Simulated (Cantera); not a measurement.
**Thermodynamics of boron, boron nitride and boron oxide, feed B₂O₃ + N₂**

Charge: 1 mol B₂O₃, 16 mol N₂, equilibrated at 0.100 bar.

Equilibrium computed with Cantera from the NASA thermochemical tables; the gas is ideal and each condensed phase is pure. Candidate condensed phases: B, BN, B₂O₃; 17 gas species. The numbers say what is thermodynamically allowed, not how fast it happens.

From 1248 K to 1773 K the condensed part is B₂O₃(l). From 1848 K to 1998 K nothing is condensed. The main B-bearing gas is B₂O₃ throughout.

```tsv
T (K)	x N₂	x B₂O₃	x BO₂	x BO	x B₂O₂	x NO	x O	x O₂	n B₂O₃(l)
1248	1.00	4.15e-7	4.46e-11	5.37e-11	1.42e-11	1.52e-11	<1e-12	<1e-12	1.000
1323	1.000	3.48e-6	6.53e-10	6.19e-10	1.64e-10	1.46e-10	<1e-12	<1e-12	1.000
1398	1.000	2.29e-5	6.82e-9	5.70e-9	1.57e-9	1.00e-9	1.65e-12	<1e-12	1.000
1473	1.000	0.000124	5.52e-8	4.21e-8	1.21e-8	5.53e-9	1.86e-11	4.43e-12	0.998
1548	0.999	0.000561	3.60e-7	2.57e-7	7.72e-8	2.54e-8	1.63e-10	4.54e-11	0.991
1623	0.998	0.00220	1.96e-6	1.33e-6	4.17e-7	1.00e-7	1.15e-9	3.67e-10	0.965
1698	0.992	0.00758	9.09e-6	5.92e-6	1.94e-6	3.47e-7	6.82e-9	2.43e-9	0.878
1773	0.977	0.0234	3.68e-5	2.33e-5	7.93e-6	1.07e-6	3.45e-8	1.35e-8	0.616
1848	0.941	0.0587	0.000124	7.80e-5	2.63e-5	2.90e-6	1.50e-7	6.24e-8	0
1923	0.941	0.0586	0.000232	0.000167	3.95e-5	6.39e-6	4.99e-7	1.90e-7	0
1998	0.941	0.0584	0.000415	0.000335	5.63e-5	1.35e-5	1.55e-6	5.53e-7	0
```
x: gas mole fraction; n: condensed amount in mol.
